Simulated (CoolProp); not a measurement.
Vapour pressure (kPa) of the fluoroketone C6F12O (FK-5-1-12): the reference equation beside estimates from Tc = 168.7 °C, pc = 1869 kPa, ω = 0.471.

Computed with CoolProp (reference Helmholtz-energy equation of state, McLinden 2015).

```
T (°C)  reference  Lee-Kesler  Peng-Robinson
------  ---------  ----------  -------------
3.75        15.13       15.13          15.67
13.15       23.90       23.89          24.47
22.55       36.41       36.39          36.95
32.05       53.90       53.90          54.34
41.45       77.21       77.24          77.48
50.85       107.8       107.9          107.8
60.35       147.6       147.7          147.3
69.75       197.3       197.4          196.7
```

Absolute difference from the reference over all 8 rows, mean and median: Lee-Kesler 0.0 and 0.0 %, Peng-Robinson 1.1 and 0.6 %.
